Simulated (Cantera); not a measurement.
Charge: 1 mol Si3N4, 0.07 mol O2, 3.3 mol N2, at 2048 K and 1330 Pa.

Method: chemical equilibrium by Gibbs-energy minimisation in Cantera with the NASA 1993 tables (ideal gas, pure condensed phases). Candidate condensed phases: Si, SiO2, Si2N2O, Si3N4; 16 gas species. The tables' values for SiN are old estimates; treat these amounts as uncertain. The numbers say what is thermodynamically allowed, not how fast it happens.

### Question
What is the equilibrium state?

### Answer
```
Property       Result
----------  ---------
x(N2)           0.968
x(SiO)         0.0256
x(Si)         0.00567
x(Si2N)      0.000188
x(SiN)       0.000150
x(Si2)        6.58e-5
x(Si3)        1.38e-5
n(Si(l))     2.83 mol
gas amount  5.472 mol
```
